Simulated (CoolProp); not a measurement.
The fluid at 276.71 K and 0.599 MPa is throttled through a valve to 0.364 MPa with no heat exchange. The same conditions are run with several fluids, on thermodynamics alone (safety and materials aside).

Values from CoolProp's reference Helmholtz-energy equation of state of each fluid (CF4 (R14): Platzer 1990; R13: Platzer 1990; C2F6 (R116): Lemmon 2006; CH3F (R41): Lemmon 2006; methane: Setzmann 1991). The equations of Platzer and Polt are older, rougher fits.

| fluid | temperature change (K) | final density (kg/m³) |
|---|---|---|
| CF4 (R14) | -1.6 | 14.3 |
| R13 | -3.5 | 17.5 |
| C2F6 (R116) | -2.6 | 23.3 |
| CH3F (R41) | -5.4 | 5.73 |
| methane | -1.2 | 2.57 |
